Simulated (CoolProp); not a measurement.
Computed with CoolProp (reference Helmholtz-energy equation of state, Thol 2021).

Give the vapour pressure (bar), liquid density (kg/m³), vapour density (kg/m³), enthalpy of vaporisation (kJ/kg) of saturated chlorine at -73.85, -70.05, -50.95 °C.


```tsv
T (°C)	p (bar)	liquid density (kg/m³)	vapour density (kg/m³)	enthalpy of vaporisation (kJ/kg)
-73.85	0.117	1670	0.502	308
-70.05	0.149	1660	0.632	306
-50.95	0.449	1610	1.75	296
```
